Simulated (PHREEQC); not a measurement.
1 kg of water holding 0.15 mol KOH meets 20 L of dry gas (N2 1 by moles) at fixed total pressure, at 50 °C; fugacities by Peng-Robinson. The gases take part in no redox reaction, some water evaporates into the gas, and hydrates or a liquid gas phase aren't modelled. No solid was allowed to form.

Model: ion-association model, phreeqc.dat, run in PHREEQC.

```
P (atm)  dissolved N2 (mol/kgw)  φ of N2
-------  ----------------------  -------
2                      0.000933    1.000
5                       0.00241    0.999
10                      0.00485    0.998
20                      0.00964    0.996
30                       0.0143    0.994
40                       0.0189    0.993
50                       0.0233    0.992
75                       0.0340    0.990
100                      0.0441    0.990
150                      0.0629    0.994
200                      0.0801    1.003
300                       0.111    1.034
400                       0.138    1.078
```

Away from 25 °C the constants follow the database's enthalpies or fits; those with neither stay at their 25 °C values.
